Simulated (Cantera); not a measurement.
Input (Python, Cantera) and output of one run.

```python
import numpy as np
import cantera as ct

gas_names = """
    H HO2 H2 H2O H2O2 O OH O2 O3 V VO VO2
""".split()
cond_names = """
    H2O(s) H2O(L) V(cr) V(L) VO(s) VO(L) V2O3(s) V2O3(L) V2O4(I) V2O4(II) V2O4(L) V2O5(s) V2O5(L)
""".split()


# ... load() reads the species with a 1 bar reference pressure and builds the phases ...
atoms = {
    'V': {'V': 1},
    'H2O': {'H': 2, 'O': 1},
    'H2': {'H': 2},
}
top_T = {}  # K; cautious upper limits of use, not melting points


# ... equilibrate(T, P, feed) seeds the gas with the atoms and calls Mixture.equilibrate('TP', solver="vcs", rtol=1e-11, max_steps=5000) ...
results = []
feed = {'V': 1, 'H2O': 0.18, 'H2': 2.3}  # mol
T = 2598.15  # K
P = 1333.22  # Pa
mix = equilibrate(T, P, feed)
results.append((T, P, feed, dict(zip(mix.species_names, mix.species_moles))))
print(gas.report(threshold=1e-05))
for i in range(1, mix.n_phases):
    print(f"{mix.phase(i).name:16s} {mix.phase_moles(i):12.5e} mol")
```

It prints:

```
       temperature   2598.2 K
          pressure   1333.2 Pa
           density   0.0007226 kg/m^3
  mean mol. weight   11.708 kg/kmol
   phase of matter   gas

                          1 kg             1 kmol
                     ---------------   ---------------
          enthalpy        1.6814e+07        1.9687e+08  J
   internal energy        1.4969e+07        1.7526e+08  J
           entropy             20844        2.4404e+05  J/K
    Gibbs function       -3.7341e+07       -4.3719e+08  J
 heat capacity c_p            2637.7             30883  J/K
 heat capacity c_v            1927.6             22568  J/K

                      mass frac. Y      mole frac. X     chem. pot. / RT
                     ---------------   ---------------   ---------------
                 H          0.021343           0.24791           -12.617
                H2          0.097215            0.5646           -25.235
               H2O        0.00086486        0.00056209           -51.678
                 O        2.2138e-05        1.6201e-05           -26.443
                OH        8.2783e-05        5.6991e-05           -39.061
                 V           0.60847           0.13985           -8.1631
                VO           0.25518          0.044633           -34.606
               VO2          0.016826         0.0023752            -61.05
     [   +4 minor]         1.795e-08        6.5681e-09

V(L)              3.27565e-01 mol
VO(L)             0.00000e+00 mol
V2O3(L)           0.00000e+00 mol
V2O4(L)           0.00000e+00 mol
V2O5(L)           0.00000e+00 mol
```

Method: chemical equilibrium by Gibbs-energy minimisation in Cantera with the NASA 1993 tables (ideal gas, pure condensed phases). Condensed phases not in the tables: N, O or C dissolved in the metal.
